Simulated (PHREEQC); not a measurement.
Consider water at 25 °C with 6.2 mmol/kgw Cu(BF4)2, 0.035 mmol/kgw H2SO4 and 0.037 mmol/kgw NaCl. Closed to the air; pH follows from the charge balance.

Model: ion-association model, wateq4f.dat, run in PHREEQC.

```
Property                   Value
----------------  --------------
pH                          2.90
ionic strength    0.0197 mol/kgw
total alkalinity    -37.3 meq/kg
```

```csv
species,molality,activity,log γ
BF4-,0.00989,0.00853,-0.064
Cu+2,0.00603,0.00360,-0.224
HF,0.00387,0.00388,0.002
F-,0.00238,0.00207,-0.062
H+,0.00141,0.00125,-0.051
H3BO3,0.00124,0.00124,0.002
BF3OH-,0.000937,0.000808,-0.064
BF2(OH)2-,0.000330,0.000285,-0.064
CuF+,0.000156,0.000136,-0.060
H2F2,3.91e-5,3.93e-5,0.002
Na+,3.70e-5,3.23e-5,-0.059
Cl-,3.67e-5,3.18e-5,-0.061
HF2-,3.55e-5,3.08e-5,-0.062
SO4-2,2.32e-5,1.36e-5,-0.234
```

No solid was allowed to form. Complexes and solids missing from the database can't appear. Real BF4- forms and hydrolyses slowly; the run takes it at equilibrium.
